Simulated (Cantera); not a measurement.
Cantera run, input and output.

```python
import numpy as np
import cantera as ct

gas = ct.Solution("gri30.yaml")
gas.TPX = 2025, 8800, {'CH4': 0.036, 'H2': 1, 'CO2': 0.029}
reactor = ct.IdealGasConstPressureReactor(gas, energy="off", clone=False)
net = ct.ReactorNet([reactor])
net.rtol, net.atol = 1e-08, 1e-18
show = ['CH4', 'H2', 'CO2', 'CO', 'O']
times = np.geomspace(0.0001, 20, 14)

steps = ct.SolutionArray(gas, extra=["t"])
rows = []
print(f"{'t/s':>10s}{'T/K':>9s}{'P/Pa':>11s}" + "".join(f"{s:>11s}" for s in show))
for t in times:
    while net.time < t:
        t_next = net.step()
        steps.append(gas.state, t=t_next)
    rows.append([np.interp(t, steps.t, y) for y in (steps.T, steps.P, *steps(*show).X.T)])
    print(f"{t:10.3e}{rows[-1][0]:9.1f}{rows[-1][1]:11.4g}" + "".join(f"{x:11.3e}" for x in rows[-1][2:]))
rate = np.gradient(steps.T, steps.t)
print("integrator steps:", len(steps.t))
if steps.T.max() > steps.T[0] + 200:
    print(f"time of steepest temperature rise: {steps.t[rate.argmax()]:.4e} s")
gas.TPX = 2025, 8800, {'CH4': 0.036, 'H2': 1, 'CO2': 0.029}
gas.equilibrate("TP")
print(f"equilibrium (TP): T = {gas.T:.1f} K  " + "  ".join(f"{s} {gas[s].X[0]:.3e}" for s in show))
```

Result:

```
       t/s      T/K       P/Pa        CH4         H2        CO2         CO          O
 1.000e-04   2025.0       8800  3.351e-02  9.385e-01  2.715e-02  7.324e-05  1.146e-10
 2.557e-04   2025.0       8800  3.304e-02  9.376e-01  2.673e-02  4.758e-04  6.681e-10
 6.539e-04   2025.0       8800  3.159e-02  9.341e-01  2.428e-02  2.898e-03  4.610e-09
 1.672e-03   2025.0       8800  2.665e-02  9.252e-01  1.473e-02  1.240e-02  2.436e-08
 4.276e-03   2025.0       8800  1.701e-02  9.186e-01  2.788e-03  2.437e-02  4.878e-08
 1.094e-02   2025.0       8800  7.985e-03  9.215e-01  1.814e-04  2.733e-02  5.889e-08
 2.797e-02   2025.0       8800  3.252e-03  9.248e-01  1.565e-04  2.854e-02  6.339e-08
 7.152e-02   2025.0       8800  1.766e-03  9.272e-01  1.498e-04  3.129e-02  6.000e-08
 1.829e-01   2025.0       8800  1.302e-03  9.303e-01  1.296e-04  3.624e-02  4.677e-08
 4.677e-01   2025.0       8800  8.378e-04  9.341e-01  8.724e-05  4.256e-02  2.811e-08
 1.196e+00   2025.0       8800  4.371e-04  9.373e-01  3.846e-05  4.777e-02  1.151e-08
 3.058e+00   2025.0       8800  1.873e-04  9.389e-01  8.518e-06  5.046e-02  2.470e-09
 7.821e+00   2025.0       8800  7.059e-05  9.394e-01  3.786e-07  5.114e-02  1.091e-10
 2.000e+01   2025.0       8800  5.819e-05  9.394e-01  2.900e-09  5.117e-02  8.551e-13
integrator steps: 1239
equilibrium (TP): T = 2025.0 K  CH4 5.821e-05  H2 9.394e-01  CO2 2.733e-09  CO 5.117e-02  O 8.070e-13
```

Computed with Cantera and GRI-Mech 3.0 (53 species, 325 reactions).
